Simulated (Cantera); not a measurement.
Silicon oxide and oxynitride deposition: HMDSO + O₃ + H₂

Charge: 1 mol HMDSO, 6.1 mol O₃, 7.1 mol H₂, held at 1702 °C and 32.0 mbar.

Cantera equilibrium calculation (NASA polynomials, part measured and part estimated; ideal gas, pure solids and liquids). Candidate condensed phases: C, C₆H₆, C₇H₈, C₈H₁₈, H₂O, Si, SiC, SiO₂; 123 gas species. The feed counts by its element totals alone. The tables hold silica as quartz up to 1696 K and as liquid above; real silica turns to tridymite and cristobalite and melts near 1996 K. Gases not in the tables: Si(OH)₄. Rates play no part.

| Item | Value |
|---|---|
| x(H₂O) | 0.369 |
| x(H₂) | 0.354 |
| x(CO) | 0.219 |
| x(CO₂) | 0.0510 |
| x(H) | 0.00455 |
| x(SiO) | 0.00145 |
| x(OH) | 0.000452 |
| x(SiO₂) | 5.16e-6 |
| x(O) | 4.28e-6 |
| n(SiO₂(condensed)) | 1.97 mol |
| gas amount | 22.19 mol |
| log10 activity of C(graphite) (absent) | -6.06 |
| log10 activity of Si(l) (absent) | -7.48 |
